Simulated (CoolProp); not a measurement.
Toluene along the isobar 4.86 bar: fugacity coefficient from the reference equation and from simpler models built on Tc = 318.6 °C, pc = 41.26 bar, ω = 0.266; each cubic takes its own stable root.

Values from CoolProp's reference Helmholtz-energy equation of state, Lemmon 2006. It is a short technical equation, of lower accuracy than the large ones.

```csv
T (°C),phase,reference,van der Waals,Redlich-Kwong,Soave-Redlich-Kwong,Peng-Robinson
67.05,liquid,0.05030,0.5402,0.1093,0.04941,0.05091
79.25,liquid,0.07772,0.6548,0.1592,0.07672,0.07836
91.35,liquid,0.1155,0.7817,0.2236,0.1146,0.1161
103.45,liquid,0.1662,0.9003,0.3051,0.1657,0.1669
115.55,liquid,0.2324,0.9072,0.4056,0.2329,0.2333
127.65,liquid,0.3167,0.9134,0.5266,0.3188,0.3180
139.75,liquid,0.4215,0.9191,0.6696,0.4263,0.4235
151.85,liquid,0.5491,0.9242,0.8353,0.5577,0.5522
164.05,liquid,0.7029,0.9290,0.9071,0.7167,0.7077
188.25,gas,0.9016,0.9373,0.9199,0.9128,0.9077
200.35,gas,0.9100,0.9409,0.9254,0.9193,0.9142
212.45,gas,0.9173,0.9443,0.9304,0.9252,0.9202
224.55,gas,0.9239,0.9474,0.9350,0.9306,0.9257
```

At some of these states van der Waals, Redlich-Kwong gives the other phase, because its saturation line lies elsewhere.
